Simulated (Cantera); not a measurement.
A Cantera script and what it prints.

```python
import numpy as np
import cantera as ct

gas_names = """
    H HNO HNO2 HNO3 HO2 H2 H2O H2O2 N NH NH2 NH3 NH2OH NO NO2 NO3 N2 N2H2 N2H4 N2O O OH O2 O3 Pb PbO Pb2
""".split()
cond_names = """
    H2O(s) H2O(L) Pb(cr) Pb(L) PbO(rd) PbO(yw) PbO(L) PbO2(s) Pb3O4(s)
""".split()


def load(file, names, dense=False):
    # The tables refer to 1 bar. Condensed volumes are neglected.
    table = {s.name: s for s in ct.Species.list_from_file(file)}
    out = []
    for n in names:
        d = dict(table[n].input_data)
        d["thermo"] = dict(d["thermo"], **{"reference-pressure": 1e5})
        if dense:
            d["equation-of-state"] = {"model": "constant-volume", "density": "1e6 g/cm^3"}
        out.append(ct.Species.from_dict(d))
    return out


gas = ct.Solution(thermo="ideal-gas", species=load("nasa_gas.yaml", gas_names))
cond = {s.name: ct.Solution(thermo="fixed-stoichiometry", species=[s], name=s.name)
        for s in load("nasa_condensed.yaml", cond_names, dense=True)}
atoms = {
    'Pb': {'Pb': 1},
    'H2O': {'H': 2, 'O': 1},
    'N2': {'N': 2},
}
top_T = {'Pb3O4(s)': 820}  # K; cautious upper limits of use, not melting points


def equilibrate(T, P, feed):
    n = {}
    for name, mol in feed.items():
        for a, k in atoms[name].items():
            n[a] = n.get(a, 0.0) + k * mol
    gas.TPX = T, P, n
    mass = sum(n.values()) * gas.mean_molecular_weight
    gas.equilibrate("TP")
    valid = [c for c in cond.values() if c.min_temp <= T <= top_T.get(c.name, c.max_temp)]
    mix = ct.Mixture([(gas, mass / gas.mean_molecular_weight)] + [(c, 0.0) for c in valid])
    mix.T, mix.P = T, P
    mix.equilibrate("TP", solver="vcs", rtol=1e-11, max_steps=5000)
    return mix


results = []
feed = {'Pb': 1, 'H2O': 1.9, 'N2': 250}  # mol
T = 848.15  # K
P = 52  # Pa
mix = equilibrate(T, P, feed)
results.append((T, P, feed, dict(zip(mix.species_names, mix.species_moles))))
print(gas.report(threshold=0.001))
for i in range(1, mix.n_phases):
    print(f"{mix.phase(i).name:16s} {mix.phase_moles(i):12.5e} mol")
```

Output:

```
       temperature   848.15 K
          pressure   52 Pa
           density   0.00020678 kg/m^3
  mean mol. weight   28.042 kg/kmol
   phase of matter   gas

                          1 kg             1 kmol
                     ---------------   ---------------
          enthalpy        5.3057e+05        1.4878e+07  J
   internal energy         2.791e+05        7.8265e+06  J
           entropy             10204        2.8616e+05  J/K
    Gibbs function       -8.1243e+06       -2.2782e+08  J
 heat capacity c_p            1134.7             31821  J/K
 heat capacity c_v            838.25             23507  J/K

                      mass frac. Y      mole frac. X     chem. pot. / RT
                     ---------------   ---------------   ---------------
               H2O         0.0048422         0.0075374           -71.116
                N2           0.99088           0.99188           -32.025
     [  +25 minor]         0.0042781        0.00057985

Pb(L)             8.54088e-01 mol
PbO(yw)           0.00000e+00 mol
PbO2(s)           0.00000e+00 mol
```

These are equilibrium values from Cantera (NASA tables, ideal gas, pure condensed phases), not measurements of a reactor.
